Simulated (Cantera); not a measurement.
NO annealing gas

A perfectly stirred reactor is fed with 15.2 % NO, 84.8 % N₂, at 0.0263 atm; it is held at 2173 K, and followed from long to short residence time.

Cantera simulation using GRI-Mech 3.0 (53 species, 325 reactions); the numbers are that mechanism's predictions, not measurements. Radical loss at walls, strong at low pressure, is not modelled.

```
τ (s)     x NO    x N₂O    x NO₂       x O   x N₂      x O₂
-------  -----  -------  -------  --------  -----  --------
0.31     0.143  8.97e-6  4.18e-6  0.000907  0.852   0.00361
0.12     0.150  1.03e-5  2.11e-6  0.000442  0.849  0.000716
0.045    0.151  1.03e-5  8.86e-7  0.000182  0.849  0.000110
0.017    0.151  9.02e-6  3.21e-7   6.65e-5  0.849   1.51e-5
0.0067   0.151  6.66e-6  1.07e-7   2.34e-5  0.848   2.09e-6
0.0026   0.152  3.94e-6  3.08e-8   7.77e-6  0.848   2.68e-7
0.00098  0.152  1.87e-6  7.41e-9   2.55e-6  0.848   3.30e-8
```
x: mole fraction; the columns are a selection and need not sum to one.
